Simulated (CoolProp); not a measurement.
Values from CoolProp's reference Helmholtz-energy equation of state, Thol 2019.

### Question
Give the vapour pressure (MPa), vapour density (kg/m³), enthalpy of vaporisation (kJ/kg), surface tension (mN/m) of saturated dodecamethylpentasiloxane (MD3M) at 499.7, 564.4, 580.5 K.

### Answer
```tsv
T (K)	p (MPa)	vapour density (kg/m³)	enthalpy of vaporisation (kJ/kg)	surface tension (mN/m)
499.7	0.0938	9.68	112	5.44
564.4	0.346	38.5	83.0	2.26
580.5	0.456	53.6	73.4	1.57
```

Surface tension comes from a separate correlation (Mulero 2014), older than this fluid's equation and unchecked against measurements.
